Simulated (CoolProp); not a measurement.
Properties of octamethyltrisiloxane (MDM) along the isobar 101 kPa (Tc = 565.4 K, pc = 1438 kPa, ω = 0.528).

Values from CoolProp's reference Helmholtz-energy equation of state, Thol 2017.

```csv
T (K),phase,density (kg/m³),cv (kJ/(kg K)),expansivity (1/kK),fugacity coefficient
358.3,liquid,753.2,1.616,1.430,0.1108
368.1,liquid,742.5,1.641,1.475,0.1619
377.9,liquid,731.7,1.666,1.525,0.2304
387.8,liquid,720.5,1.692,1.582,0.3209
397.6,liquid,709.2,1.717,1.646,0.4354
407.4,liquid,697.6,1.742,1.718,0.5786
417.3,liquid,685.6,1.767,1.801,0.7562
427.1,gas,7.258,1.728,3.101,0.9322
436.9,gas,7.045,1.752,2.955,0.9378
446.8,gas,6.847,1.777,2.825,0.9429
456.6,gas,6.664,1.801,2.710,0.9474
466.4,gas,6.492,1.824,2.607,0.9514
476.3,gas,6.330,1.848,2.512,0.9551
486.1,gas,6.179,1.870,2.427,0.9585
495.9,gas,6.036,1.893,2.350,0.9615
```
